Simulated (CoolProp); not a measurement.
Properties of dimethyl carbonate at several states (Tc = 283.9 °C, pc = 4.909 MPa, ω = 0.346).

Model: reference Helmholtz-energy equation of state, Zhou 2011, in CoolProp.

```
T (°C)  p (MPa)   phase  density (kg/m³)  cv (kJ/(kg K))  Joule-Thomson coefficient (K/MPa)  isothermal compressibility (1/MPa)  fugacity coefficient
------  -------  ------  ---------------  --------------  ---------------------------------  ----------------------------------  --------------------
257.95     4.97  liquid            667.7           1.765                             0.9624                             0.02047                0.5189
283.75     11.3  liquid            662.5           1.802                             0.7142                             0.01564                0.3510
265.45   0.0408     gas           0.8233           1.659                              7.142                               24.59                0.9968
```
